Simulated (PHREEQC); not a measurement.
1 kg of water holding 31 mmol/kgw KCl and 17 mmol/kgw KHCO3 is evaporated at 90 °C; the solids stay in contact with the brine. CO2 is held at log p = -3.4 (atm). Only these solids could form: Kalicinite, Sylvite.

All values are PHREEQC results (Pitzer model, pitzer.dat), not measurements.

Q: Predict ionic strength, K in solution (mol/kgw), Cl in solution (mol/kgw) at water left (kg) = 0.09514, 0.01351.

A: 
| water left (kg) | ionic strength | K in solution (mol/kgw) | Cl in solution (mol/kgw) |
|---|---|---|---|
| 0.09514 | 0.578 | 0.505 | 0.326 |
| 0.01351 | 4.15 | 3.55 | 2.29 |

Species that the database lacks are ignored. At this temperature some constants are extrapolated from 25 °C, and those without enthalpy data are left unchanged.
